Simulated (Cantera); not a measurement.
Input: 1 mol H2O, 0.15 mol O2, at 900 K and 67.0 Pa.

These are equilibrium values from Cantera (NASA tables, ideal gas, pure condensed phases), not measurements of a reactor. Candidate condensed phases: H2O; 9 gas species. Equilibrium is a limit: real reactors are often held back by kinetics, nucleation or transport.

Task: What is the equilibrium state?

Result: 
| Item | Value |
|---|---|
| x(H2O) | 0.870 |
| x(O2) | 0.130 |
| gas amount | 1.150 mol |
